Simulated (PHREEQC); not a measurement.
Solution (55 °C): 0.016 mol/kgw ZnSO4, 0.077 mol/kgw MgSO4, 0.062 mol/kgw HCl and 0.00053 mol/kgw NaCl. It is in equilibrium with CO2 at log p = -1 (atm). Otherwise closed; pH follows from the charge balance.

Computed with PHREEQC (ion-association model, phreeqc.dat).

Each row changes one thing in this solution. This is a speciation only: nothing precipitates in the calculation.

| case | pH | ionic strength (mol/kgw) | Mg+2 (mol/kgw) | MgSO4 (mol/kgw) | HSO4- (mol/kgw) | SO4-2 (mol/kgw) |
|---|---|---|---|---|---|---|
| as made | 1.65 | 0.210 | 0.0431 | 0.0339 | 0.0336 | 0.0203 |
| MgSO4 from 0.077 to 0.0154 mol/kgw | 1.46 | 0.121 | 0.0114 | 0.00396 | 0.0189 | 0.00618 |
| temperature from 55 to 30 °C | 1.58 | 0.234 | 0.0474 | 0.0296 | 0.0290 | 0.0277 |
| diluted 100-fold with water | 3.28 | ___ | 0.000642 | 0.000128 | 6.21e-5 | 0.000723 |
| ZnSO4 left out | 1.60 | 0.187 | 0.0463 | 0.0307 | 0.0304 | 0.0158 |
| NaCl left out | 1.65 | 0.209 | 0.0430 | 0.0340 | 0.0336 | 0.0203 |
| HCl replaced by KCl at the same molality | 4.66 | 0.217 | 0.0330 | 0.0440 | ___ | 0.0352 |
| 0.0069 mol/kgw KCl added | 1.65 | 0.218 | 0.0434 | 0.0336 | 0.0335 | 0.0205 |

Fill in the missing entries.


- diluted 100-fold with water, ionic strength (mol/kgw): 0.00364
- HCl replaced by KCl at the same molality, HSO4- (mol/kgw): 5.61e-5

At this temperature some constants are extrapolated from 25 °C, and those without enthalpy data are left unchanged.
